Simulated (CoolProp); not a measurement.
A single-stage vapour-compression cycle with isobutene: evaporating at 285.15 K (dew point), condensing at 339.15 K (bubble point), superheat 10 K, subcooling 0 K, compressor efficiency 0.6, no pressure losses. Each further row changes one setting.

The numbers come from the reference Helmholtz-energy equation of state, Lemmon 2005 in CoolProp. It is a short technical equation, of lower accuracy than the large ones.

```json
[
 {"case": "as stated", "cooling COP": "2.43", "pressure ratio": "4.46", "discharge temperature (K)": "365.7", "refrigerating effect (kJ/kg)": "256", "volumetric capacity (kJ/m³)": "1250"},
 {"case": "evaporating temperature 290.15 K", "cooling COP": "2.79", "pressure ratio": "3.78", "discharge temperature (K)": "363.4", "refrigerating effect (kJ/kg)": "263", "volumetric capacity (kJ/m³)": "___"},
 {"case": "condensing temperature 334.15 K", "cooling COP": "2.77", "pressure ratio": "3.97", "discharge temperature (K)": "___", "refrigerating effect (kJ/kg)": "269", "volumetric capacity (kJ/m³)": "1320"},
 {"case": "subcooling 5 K", "cooling COP": "2.55", "pressure ratio": "4.46", "discharge temperature (K)": "365.7", "refrigerating effect (kJ/kg)": "269", "volumetric capacity (kJ/m³)": "1320"},
 {"case": "superheat 20 K", "cooling COP": "2.48", "pressure ratio": "4.46", "discharge temperature (K)": "376.1", "refrigerating effect (kJ/kg)": "273", "volumetric capacity (kJ/m³)": "1280"},
 {"case": "compressor efficiency 0.5", "cooling COP": "___", "pressure ratio": "4.46", "discharge temperature (K)": "375.9", "refrigerating effect (kJ/kg)": "256", "volumetric capacity (kJ/m³)": "1250"}
]
```

Question: Some entries are withheld; supply them.

Answer: 
- evaporating temperature 290.15 K, volumetric capacity (kJ/m³): 1500
- condensing temperature 334.15 K, discharge temperature (K): 360.1
- compressor efficiency 0.5, cooling COP: 2.02
